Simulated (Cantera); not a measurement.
Input (Python, Cantera) and output of one run.

```python
import numpy as np
import cantera as ct

gas_names = [...]  # 47 gases of nasa_gas.yaml made of Cl, H, N, O, Si
cond_names = """
    H2O(s) H2O(L) NH4CL(a) NH4CL(b) Si(cr) Si(L) SiO2(Lqz) SiO2(hqz) SiO2(L) Si2N2O(s) Si3N4(a)
""".split()


# ... load() reads the species with a 1 bar reference pressure and builds the phases ...
atoms = {
    'SiH2Cl2': {'Si': 1, 'H': 2, 'CL': 2},
    'H2O': {'H': 2, 'O': 1},
    'N2': {'N': 2},
}
top_T = {'Si2N2O(s)': 2100, 'Si3N4(a)': 2400}  # K; cautious upper limits of use, not melting points


# ... equilibrate(T, P, feed) seeds the gas with the atoms and calls Mixture.equilibrate('TP', solver="vcs", rtol=1e-11, max_steps=5000) ...
results = []
feed = {'SiH2Cl2': 1, 'H2O': 0.96, 'N2': 49}  # mol
P = 550  # Pa
for T in [1598, 1648, 1698, 1748, 1798, 1848, 1898, 1948, 1998, 2048, 2098]:
    mix = equilibrate(T, P, feed)
    results.append((T, P, feed, dict(zip(mix.species_names, mix.species_moles))))
    x = sorted(zip(gas.X, gas.species_names), reverse=True)
    print(f"T = {T:g} K  P = {P:g} Pa  gas = {mix.phase_moles(0):.4g} mol")
    print("   x: " + "  ".join(f"{s} {v:.3e}" for v, s in x if v > 0.001))
    print("   condensed (mol): " + ("  ".join(f"{mix.phase(i).name} {mix.phase_moles(i):.4g}"
          for i in range(1, mix.n_phases) if mix.phase_moles(i) > 1e-12) or "none"))
```

It prints:

```
T = 1598 K  P = 550 Pa  gas = 52.93 mol
   x: N2 9.258e-01  HCL 3.610e-02  H2 1.893e-02  SiO 1.814e-02
   condensed (mol): none
T = 1648 K  P = 550 Pa  gas = 52.93 mol
   x: N2 9.257e-01  HCL 3.601e-02  H2 1.894e-02  SiO 1.814e-02
   condensed (mol): none
T = 1698 K  P = 550 Pa  gas = 52.94 mol
   x: N2 9.256e-01  HCL 3.586e-02  H2 1.896e-02  SiO 1.813e-02
   condensed (mol): none
T = 1748 K  P = 550 Pa  gas = 52.95 mol
   x: N2 9.254e-01  HCL 3.564e-02  H2 1.898e-02  SiO 1.813e-02
   condensed (mol): none
T = 1798 K  P = 550 Pa  gas = 52.96 mol
   x: N2 9.252e-01  HCL 3.532e-02  H2 1.902e-02  SiO 1.813e-02
   condensed (mol): none
T = 1848 K  P = 550 Pa  gas = 52.98 mol
   x: N2 9.248e-01  HCL 3.487e-02  H2 1.906e-02  SiO 1.812e-02  CL 1.373e-03
   condensed (mol): none
T = 1898 K  P = 550 Pa  gas = 53.01 mol
   x: N2 9.243e-01  HCL 3.427e-02  H2 1.911e-02  SiO 1.811e-02  CL 1.972e-03  H 1.457e-03
   condensed (mol): none
T = 1948 K  P = 550 Pa  gas = 53.05 mol
   x: N2 9.236e-01  HCL 3.348e-02  H2 1.915e-02  SiO 1.810e-02  CL 2.764e-03  H 2.109e-03
   condensed (mol): none
T = 1998 K  P = 550 Pa  gas = 53.1 mol
   x: N2 9.227e-01  HCL 3.248e-02  H2 1.917e-02  SiO 1.808e-02  CL 3.780e-03  H 2.995e-03
   condensed (mol): none
T = 2048 K  P = 550 Pa  gas = 53.17 mol
   x: N2 9.216e-01  HCL 3.125e-02  H2 1.915e-02  SiO 1.806e-02  CL 5.048e-03  H 4.178e-03
   condensed (mol): none
T = 2098 K  P = 550 Pa  gas = 53.26 mol
   x: N2 9.201e-01  HCL 2.978e-02  H2 1.905e-02  SiO 1.803e-02  CL 6.589e-03  H 5.727e-03
   condensed (mol): none
```

Method: chemical equilibrium by Gibbs-energy minimisation in Cantera with the NASA 1993 tables (ideal gas, pure condensed phases). The tables' values for SiCl, SiCl3 are old estimates; treat these amounts as uncertain.
